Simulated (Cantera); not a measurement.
Equilibrium for boron, boron nitride and boron oxide: B + H₂O + N₂ + NH₃

Feed: 1 mol B, a varied amount of H₂O, 0.1 mol N₂, 1.1 mol NH₃, held at 0.100 bar.

Method: chemical equilibrium by Gibbs-energy minimisation in Cantera with the NASA 1993 tables (ideal gas, pure condensed phases). Candidate condensed phases: B, BN, B₂O₃, B₃O₃H₃, H₂O; 39 gas species. Mutual solubility and eutectic melting of coexisting phases are not modelled. Gases not in the tables: H₃BO₃. The numbers say what is thermodynamically allowed, not how fast it happens.

Map the stable condensed phases over T = 1148, 1248, 1348, 1448, 1548, 1648, 1748, 1848, 1948, 2048, 2148 K and n(H₂O) in mol = 1.2, 1.7, 2.3, 2.9, 3.5, 4.1, 4.7, 5.3.


```
T in K \ n(H₂O) in mol
         1.2 1.7 2.3 2.9 3.5 4.1 4.7 5.3
   2148    A   A   A   A   A   A   A   A
   2048    A   A   A   A   A   A   A   A
   1948    B   A   A   A   A   A   A   A
   1848    B   A   A   A   A   A   A   A
   1748    C   D   D   A   A   A   A   A
   1648    C   D   D   D   D   A   A   A
   1548    C   D   D   D   D   D   D   D
   1448    C   D   D   D   D   D   D   D
   1348    C   D   D   D   D   D   D   D
   1248    C   D   D   D   D   D   D   D
   1148    C   D   D   D   D   D   D   D
```
A: gas only; B: BN; C: BN + B₂O₃; D: B₂O₃.
